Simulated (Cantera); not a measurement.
# Adiabatic ignition

An adiabatic, constant-pressure homogeneous reactor starts with 6.43 % CH3OH, 19.7 % O2, 73.9 % N2, equivalence ratio 0.49, at 1225 K and 9.87 atm.

Model: GRI-Mech 3.0 (53 species, 325 reactions), integrated in Cantera. GRI-Mech 3.0 was tuned for natural gas; its chemistry of methanol as a main component is partial and can be far from experiment.

```
t (s)     T (K)  x CH3OH    x O2   x C2H      x OH   x CH2CO    x CH4       x O
--------  -----  -------  ------  ------  --------  --------  -------  --------
3.00e-6    1225   0.0643   0.197  <1e-12  3.78e-10    <1e-12  6.89e-9  5.53e-11
1.23e-5    1225   0.0643   0.197  <1e-12  3.90e-10    <1e-12  7.19e-8  5.91e-11
5.04e-5    1225   0.0643   0.197  <1e-12  4.26e-10    <1e-12  4.20e-7  6.34e-11
0.000206   1225   0.0642   0.197  <1e-12   1.19e-9    <1e-12  1.77e-6  1.00e-10
0.000845   1227   0.0634   0.196  <1e-12   8.14e-8  1.39e-11  5.83e-6   2.99e-9
0.00346    2282   <1e-12  0.0960  <1e-12   0.00352    <1e-12   <1e-12  0.000441
0.0142     2278   <1e-12  0.0949  <1e-12   0.00345    <1e-12   <1e-12  0.000427
0.0582     2268   <1e-12  0.0925  <1e-12   0.00330    <1e-12   <1e-12  0.000398
0.238      2265   <1e-12  0.0918  <1e-12   0.00326    <1e-12   <1e-12  0.000389
0.976      2265   <1e-12  0.0918  <1e-12   0.00326    <1e-12   <1e-12  0.000389
4.00       2265   <1e-12  0.0918  <1e-12   0.00326    <1e-12   <1e-12  0.000389
```
x: mole fraction; the columns are a selection and need not sum to one.

```yaml
time_of_steepest_temperature_rise: 1.17 ms
temperature at 4.00 s: 2265 K
equilibrium_temperature: 2265 K
x(CH3OH) at 4.00 s: <1e-12 (gas-phase equilibrium <1e-12)
x(O2) at 4.00 s: 0.0918 (gas-phase equilibrium 0.0918)
x(C2H) at 4.00 s: <1e-12 (gas-phase equilibrium <1e-12)
```
